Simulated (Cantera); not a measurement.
**NF3 + H2 (abatement and gas-phase synthesis)**

A closed system holds: 1 mol NF3, 0.19 mol H2, held at 2100000 Pa.

Cantera equilibrium calculation (NASA polynomials, part measured and part estimated; ideal gas, pure solids and liquids). Rates play no part.

| T (K) | x F | x F2 | x NF3 | x HF | x N2 |
|---|---|---|---|---|---|
| 1075 | 0.0255 | 0.356 | 0.246 | 0.214 | 0.159 |
| 1275 | 0.124 | 0.460 | 0.0434 | 0.170 | 0.202 |
| 1475 | 0.312 | 0.344 | 0.00546 | 0.147 | 0.191 |
| 1675 | 0.516 | 0.185 | 0.000605 | 0.129 | 0.169 |
| 1875 | 0.648 | 0.0806 | 6.50e-5 | 0.117 | 0.154 |
| 2075 | 0.706 | 0.0338 | 8.21e-6 | 0.112 | 0.148 |
| 2275 | 0.729 | 0.0152 | 1.35e-6 | 0.110 | 0.145 |
| 2475 | 0.739 | 0.00757 | 2.86e-7 | 0.109 | 0.144 |
| 2675 | 0.743 | 0.00413 | 7.59e-8 | 0.109 | 0.143 |
| 2875 | 0.746 | 0.00243 | 2.42e-8 | 0.109 | 0.143 |
| 3075 | 0.747 | 0.00153 | 8.96e-9 | 0.109 | 0.143 |
| 3275 | 0.747 | 0.00101 | 3.75e-9 | 0.109 | 0.143 |
| 3475 | 0.748 | 0.000704 | 1.74e-9 | 0.109 | 0.143 |
x: gas mole fraction; nothing condenses.

From 1075 K to 3475 K nothing is condensed.
